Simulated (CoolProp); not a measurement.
A simple Rankine cycle with isobutane: condensing at 300.15 K, boiler at 1.57 MPa, turbine inlet 362.7 K, turbine efficiency 0.8, pump efficiency 0.7, no recuperator. Each further row changes one setting.

Values from CoolProp's reference Helmholtz-energy equation of state, Bücker 2006.

```csv
case,thermal efficiency (%),net work (kJ/kg),heat in (kJ/kg),turbine exit temperature (K),volume ratio over the turbine
as stated,10.7,43.0,403,[?],[?]
turbine inlet 382.7 K,10.6,48.2,[?],[?],[?]
condensing temperature 292.15 K,12.0,50.5,422,[?],5.97
boiler pressure 1.1 MPa,8.5,35.8,423,332.8,3.06
turbine efficiency 0.7,9.2,[?],403,321.5,[?]
```

Problem. Complete the blanks.

Solution. 
- as stated, turbine exit temperature (K): 318.4
- as stated, volume ratio over the turbine: 4.72
- turbine inlet 382.7 K, heat in (kJ/kg): 453
- turbine inlet 382.7 K, turbine exit temperature (K): 341.6
- turbine inlet 382.7 K, volume ratio over the turbine: 4.50
- condensing temperature 292.15 K, turbine exit temperature (K): 312.7
- turbine efficiency 0.7, net work (kJ/kg): 37.2
- turbine efficiency 0.7, volume ratio over the turbine: 4.78
